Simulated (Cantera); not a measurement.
Source: NASA polynomial tables (part measured, part estimated), evaluated in Cantera. Values are per mole of reaction as written; species without (g) are pure solids or liquids, kept so even where they would boil at 1 bar.

2 Nb₂O₅ + H₂(g) = H₂O₂(g) + 4 NbO₂(g), with ΔH° = 2862.7 kJ and ΔS° = 920.3 J/K at 300 K.

Question: How far is the shortcut ΔG° ≈ ΔH°(300 K) − T·ΔS°(300 K) from the full temperature-dependent value at 450, 500, 550, 600, 650, 700, 750, 800, 850, 900 K?

Answer: 
| T (K) | shortcut (kJ) | full (kJ) | difference (kJ) | difference in log10 K |
|---|---|---|---|---|
| 450 | 2448.5 | 2451.1 | -2.6 | 0.30 |
| 500 | 2402.5 | 2406.9 | -4.4 | 0.46 |
| 550 | 2356.5 | 2363.2 | -6.7 | 0.64 |
| 600 | 2310.5 | 2319.9 | -9.4 | 0.82 |
| 650 | 2264.5 | 2276.9 | -12.4 | 1.00 |
| 700 | 2218.4 | 2234.3 | -15.8 | 1.18 |
| 750 | 2172.4 | 2192.0 | -19.6 | 1.36 |
| 800 | 2126.4 | 2150.0 | -23.6 | 1.54 |
| 850 | 2080.4 | 2108.3 | -27.9 | 1.72 |
| 900 | 2034.4 | 2066.9 | -32.5 | 1.89 |
The shortcut ignores the heat-capacity change of the reaction.
